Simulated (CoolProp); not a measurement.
Octamethyltrisiloxane (MDM) along the isobar 0.827 MPa: fugacity coefficient from the reference equation and from simpler models built on Tc = 565.4 K, pc = 1.438 MPa, ω = 0.528; each cubic takes its own stable root.

The numbers come from the reference Helmholtz-energy equation of state, Thol 2017 in CoolProp.

```tsv
T (K)	phase	reference
343.3	liquid	0.007718
365.3	liquid	0.01919
387.3	liquid	0.04151
409.2	liquid	0.07987
431.2	liquid	0.1402
453.2	liquid	0.2271
475.2	liquid	0.3436
497.1	liquid	0.4893
519.1	liquid	0.6625
541.1	gas	0.7726
```

**Question.** How far does each simpler model (Redlich-Kwong, Peng-Robinson) lie from the reference over these 10 states: mean and median of the absolute difference, and the worst?

**Answer.** 
- Redlich-Kwong: mean 138.3 %, median 85.7 %, worst +459.6 % at 343.3 K and 0.827 MPa
- Peng-Robinson: mean 1.8 %, median 1.1 %, worst +6.3 % at 343.3 K and 0.827 MPa

At some of these states Redlich-Kwong gives the other phase, because its saturation line lies elsewhere.
